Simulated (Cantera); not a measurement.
A closed system holds: 1 mol Zr, 0.035 mol H2O, 410 mol H2, equilibrated at 0.220 Pa.

Cantera equilibrium calculation (NASA polynomials, part measured and part estimated; ideal gas, pure solids and liquids). Candidate condensed phases: H2O, Zr, ZrO2; 12 gas species. Mutual solubility and eutectic melting of coexisting phases are not modelled. Condensed phases not in the tables: N, O or C dissolved in the metal. The numbers say what is thermodynamically allowed, not how fast it happens.

x: gas mole fraction; n: condensed amount in mol.

```json
[
 {"T (K)": "1375", "x H": "0.00231", "x H2": "0.998", "x Zr": "7.74e-11", "x ZrO": "1.08e-9", "x O": "<1e-12", "n Zr(β)": "0.983", "n ZrO2(monoclinic)": "0.0175", "n ZrO2(tetragonal)": "0"},
 {"T (K)": "1525", "x H": "0.0158", "x H2": "0.984", "x Zr": "1.39e-8", "x ZrO": "2.27e-7", "x O": "<1e-12", "n Zr(β)": "0.982", "n ZrO2(monoclinic)": "0", "n ZrO2(tetragonal)": "0.0175"},
 {"T (K)": "1675", "x H": "0.0753", "x H2": "0.925", "x Zr": "9.87e-7", "x ZrO": "1.79e-5", "x O": "?", "n Zr(β)": "0.978", "n ZrO2(monoclinic)": "0", "n ZrO2(tetragonal)": "0.0137"},
 {"T (K)": "1825", "x H": "0.256", "x H2": "0.744", "x Zr": "3.46e-5", "x ZrO": "7.44e-5", "x O": "?", "n Zr(β)": "0.949", "n ZrO2(monoclinic)": "0", "n ZrO2(tetragonal)": "0"},
 {"T (K)": "1975", "x H": "0.590", "x H2": "0.409", "x Zr": "0.000706", "x ZrO": "6.01e-5", "x O": "?", "n Zr(β)": "0.554", "n ZrO2(monoclinic)": "0", "n ZrO2(tetragonal)": "0"},
 {"T (K)": "2125", "x H": "0.872", "x H2": "0.127", "x Zr": "0.00132", "x ZrO": "4.80e-5", "x O": "?", "n Zr(β)": "0", "n ZrO2(monoclinic)": "0", "n ZrO2(tetragonal)": "0"},
 {"T (K)": "2275", "x H": "0.970", "x H2": "0.0287", "x Zr": "0.00121", "x ZrO": "4.38e-5", "x O": "?", "n Zr(β)": "0", "n ZrO2(monoclinic)": "0", "n ZrO2(tetragonal)": "0"},
 {"T (K)": "2425", "x H": "0.992", "x H2": "0.00676", "x Zr": "0.00118", "x ZrO": "4.23e-5", "x O": "?", "n Zr(β)": "0", "n ZrO2(monoclinic)": "0", "n ZrO2(tetragonal)": "0"},
 {"T (K)": "2575", "x H": "0.997", "x H2": "0.00182", "x Zr": "0.00118", "x ZrO": "3.73e-5", "x O": "?", "n Zr(β)": "0", "n ZrO2(monoclinic)": "0", "n ZrO2(tetragonal)": "0"},
 {"T (K)": "2725", "x H": "0.998", "x H2": "0.000563", "x Zr": "0.00120", "x ZrO": "2.04e-5", "x O": "?", "n Zr(β)": "0", "n ZrO2(monoclinic)": "0", "n ZrO2(tetragonal)": "0"}
]
```

**Question.** Fill in the missing entries.

**Answer.** 
- 1675, x O: 8.75e-12
- 1825, x O: 1.04e-10
- 1975, x O: 2.08e-10
- 2125, x O: 2.58e-9
- 2275, x O: 4.85e-8
- 2425, x O: 6.27e-7
- 2575, x O: 5.41e-6
- 2725, x O: 2.23e-5
